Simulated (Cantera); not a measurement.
What does this Cantera script print?

```python
import numpy as np
import cantera as ct

gas_names = """
    H H2 N NH NH2 NH3 N2 N2H2 N2H4 Si SiH SiH2 SiH3 SiH4 SiN Si2 Si2N Si3
""".split()
cond_names = """
    Si(cr) Si(L) Si3N4(a)
""".split()


def load(file, names, dense=False):
    # The tables refer to 1 bar. Condensed volumes are neglected.
    table = {s.name: s for s in ct.Species.list_from_file(file)}
    out = []
    for n in names:
        d = dict(table[n].input_data)
        d["thermo"] = dict(d["thermo"], **{"reference-pressure": 1e5})
        if dense:
            d["equation-of-state"] = {"model": "constant-volume", "density": "1e6 g/cm^3"}
        out.append(ct.Species.from_dict(d))
    return out


gas = ct.Solution(thermo="ideal-gas", species=load("nasa_gas.yaml", gas_names))
cond = {s.name: ct.Solution(thermo="fixed-stoichiometry", species=[s], name=s.name)
        for s in load("nasa_condensed.yaml", cond_names, dense=True)}
atoms = {
    'SiH4': {'Si': 1, 'H': 4},
    'NH3': {'N': 1, 'H': 3},
    'H2': {'H': 2},
    'N2': {'N': 2},
}
top_T = {'Si3N4(a)': 2400}  # K; cautious upper limits of use, not melting points


def equilibrate(T, P, feed):
    n = {}
    for name, mol in feed.items():
        for a, k in atoms[name].items():
            n[a] = n.get(a, 0.0) + k * mol
    gas.TPX = T, P, n
    mass = sum(n.values()) * gas.mean_molecular_weight
    gas.equilibrate("TP")
    valid = [c for c in cond.values() if c.min_temp <= T <= top_T.get(c.name, c.max_temp)]
    mix = ct.Mixture([(gas, mass / gas.mean_molecular_weight)] + [(c, 0.0) for c in valid])
    mix.T, mix.P = T, P
    mix.equilibrate("TP", solver="vcs", rtol=1e-11, max_steps=5000)
    return mix


results = []
feed = {'SiH4': 1, 'NH3': 38, 'H2': 63, 'N2': 17}  # mol
P = 1000  # Pa
for T in [1100, 1175, 1250, 1325, 1400, 1475, 1550, 1625, 1700, 1775, 1850]:
    mix = equilibrate(T, P, feed)
    results.append((T, P, feed, dict(zip(mix.species_names, mix.species_moles))))
    x = sorted(zip(gas.X, gas.species_names), reverse=True)
    print(f"T = {T:g} K  P = {P:g} Pa  gas = {mix.phase_moles(0):.4g} mol")
    print("   x: " + "  ".join(f"{s} {v:.3e}" for v, s in x if v > 0.0001))
    print("   condensed (mol): " + ("  ".join(f"{mix.phase(i).name} {mix.phase_moles(i):.4g}"
          for i in range(1, mix.n_phases) if mix.phase_moles(i) > 1e-12) or "none"))
```

It prints:

```
T = 1100 K  P = 1000 Pa  gas = 157.3 mol
   x: H2 7.754e-01  N2 2.246e-01
   condensed (mol): Si3N4(a) 0.3333
T = 1175 K  P = 1000 Pa  gas = 157.3 mol
   x: H2 7.754e-01  N2 2.246e-01
   condensed (mol): Si3N4(a) 0.3333
T = 1250 K  P = 1000 Pa  gas = 157.3 mol
   x: H2 7.754e-01  N2 2.246e-01
   condensed (mol): Si3N4(a) 0.3333
T = 1325 K  P = 1000 Pa  gas = 157.3 mol
   x: H2 7.754e-01  N2 2.246e-01
   condensed (mol): Si3N4(a) 0.3333
T = 1400 K  P = 1000 Pa  gas = 157.3 mol
   x: H2 7.754e-01  N2 2.246e-01
   condensed (mol): Si3N4(a) 0.3333
T = 1475 K  P = 1000 Pa  gas = 157.3 mol
   x: H2 7.753e-01  N2 2.246e-01  H 1.142e-04
   condensed (mol): Si3N4(a) 0.3333
T = 1550 K  P = 1000 Pa  gas = 157.4 mol
   x: H2 7.752e-01  N2 2.245e-01  H 2.773e-04
   condensed (mol): Si3N4(a) 0.3333
T = 1625 K  P = 1000 Pa  gas = 157.4 mol
   x: H2 7.749e-01  N2 2.245e-01  H 6.210e-04
   condensed (mol): Si3N4(a) 0.3329
T = 1700 K  P = 1000 Pa  gas = 157.5 mol
   x: H2 7.742e-01  N2 2.245e-01  H 1.296e-03
   condensed (mol): Si3N4(a) 0.3294
T = 1775 K  P = 1000 Pa  gas = 158.2 mol
   x: H2 7.697e-01  N2 2.275e-01  H 2.539e-03  Si 2.195e-04
   condensed (mol): Si(L) 0.9545
T = 1850 K  P = 1000 Pa  gas = 158.5 mol
   x: H2 7.674e-01  N2 2.271e-01  H 4.719e-03  Si 6.449e-04
   condensed (mol): Si(L) 0.8743
```

Cantera equilibrium calculation (NASA polynomials, part measured and part estimated; ideal gas, pure solids and liquids). The tables' values for SiN are old estimates; treat these amounts as uncertain. Gases not in the tables: Si2H6 and higher silanes.
